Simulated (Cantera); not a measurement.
Cantera run, input and output.

```python
import numpy as np
import cantera as ct

gas = ct.Solution("gri30.yaml")
gas.TPX = 500, 230000, {'CH4': 1, 'CO': 0.088, 'O2': 2.13, 'N2': 8.01}
flame = ct.FreeFlame(gas, width=0.022)
flame.set_refine_criteria(ratio=3, slope=0.08, curve=0.16)
flame.transport_model = "mixture-averaged"
flame.solve(loglevel=0, auto=True)
flame.transport_model = "multicomponent"
flame.soret_enabled = False
flame.solve(loglevel=0, refine_grid=True)
z, T = flame.grid, flame.T
thick = (T[-1] - T[0]) / np.gradient(T, z).max()
show = ['CH4', 'CO', 'O2', 'C2H', 'H2O2', 'C2H4']
print(f"laminar burning velocity  {flame.velocity[0] * 100:.3f} cm/s")
print(f"burnt temperature         {T[-1]:.1f} K")
print(f"thermal thickness         {thick * 1e3:.4f} mm")
print(f"grid points               {len(z)}")
z0 = z[flame.heat_release_rate.argmax()]
print(f"{'z/mm':>9s}{'T/K':>9s}{'u/(m/s)':>9s}" + "".join(f"{s:>11s}" for s in show))
rows = []
for k in (-3, -2, -1.5, -1, -0.5, -0.25, 0, 0.25, 0.5, 1, 2, 4, 8):
    zz = z0 + k * thick
    rows.append([k * thick, np.interp(zz, z, T), np.interp(zz, z, flame.velocity),
                 *(np.interp(zz, z, flame.X[gas.species_index(s)]) for s in show)])
    print(f"{rows[-1][0] * 1e3:9.3f}{rows[-1][1]:9.1f}{rows[-1][2]:9.3f}" + "".join(f"{x:11.3e}" for x in rows[-1][3:]))
```

Result:

```
laminar burning velocity  69.874 cm/s
burnt temperature         2331.4 K
thermal thickness         0.1950 mm
grid points               143
     z/mm      T/K  u/(m/s)        CH4         CO         O2        C2H       H2O2       C2H4
   -0.585    500.2    0.699  8.900e-02  7.835e-03  1.896e-01 -4.809e-20  1.419e-08  1.097e-08
   -0.390    501.9    0.703  8.879e-02  7.850e-03  1.892e-01 -2.432e-19  1.715e-07  1.794e-07
   -0.293    510.2    0.716  8.817e-02  7.976e-03  1.884e-01 -6.556e-18  1.000e-06  1.425e-06
   -0.195    571.1    0.805  8.447e-02  9.147e-03  1.836e-01  1.111e-16  7.207e-06  1.692e-05
   -0.098    965.6    1.377  6.076e-02  1.958e-02  1.510e-01  3.969e-12  3.072e-05  2.183e-04
   -0.049   1382.5    1.987  3.345e-02  3.369e-02  1.105e-01  2.407e-09  1.819e-05  4.765e-04
    0.000   1785.8    2.578  7.315e-03  4.694e-02  6.270e-02  1.582e-07  1.791e-06  2.765e-04
    0.049   1954.7    2.814  3.837e-04  4.194e-02  3.621e-02  8.274e-08  6.022e-07  9.369e-06
    0.098   2015.4    2.887  9.912e-06  3.242e-02  2.777e-02  2.384e-09  4.840e-07  7.712e-08
    0.195   2089.0    2.974  2.229e-08  2.379e-02  2.278e-02  3.414e-12  3.783e-07  3.927e-11
    0.390   2171.1    3.076  3.170e-13  1.847e-02  1.912e-02 -3.786e-18  2.759e-07 -5.449e-16
    0.780   2244.2    3.166 -1.074e-16  1.427e-02  1.596e-02 -9.733e-18  2.018e-07 -2.316e-16
    1.560   2295.8    3.227  6.974e-17  1.064e-02  1.353e-02  8.716e-19  1.593e-07  2.331e-17
```

Detailed kinetics in Cantera: GRI-Mech 3.0 (53 species, 325 reactions). Burning velocities carry a grid error of a few per cent, more on coarse grids.
